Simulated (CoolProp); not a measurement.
A Linde-Hampson liquefier for nitrogen: isothermal reversible compression at 230 K from 1 atm to 25 MPa, throttling to 1 atm, return gas leaving the recuperator 2 K below the feed. Each further row changes one setting.

Model: reference Helmholtz-energy equation of state, Span 2000, in CoolProp.

```csv
case,liquid yield per pass,compression work (kJ/kg of gas)
as stated,___,366
high pressure 50 MPa,___,423
warm-end temperature 260 K,___,___
warm-end gap 7 K,___,366
```

Question: Fill in the missing entries.

Answer: 
- as stated, liquid yield per pass: 0.172
- high pressure 50 MPa, liquid yield per pass: 0.179
- warm-end temperature 260 K, liquid yield per pass: 0.122
- warm-end temperature 260 K, compression work (kJ/kg of gas): 421
- warm-end gap 7 K, liquid yield per pass: 0.160
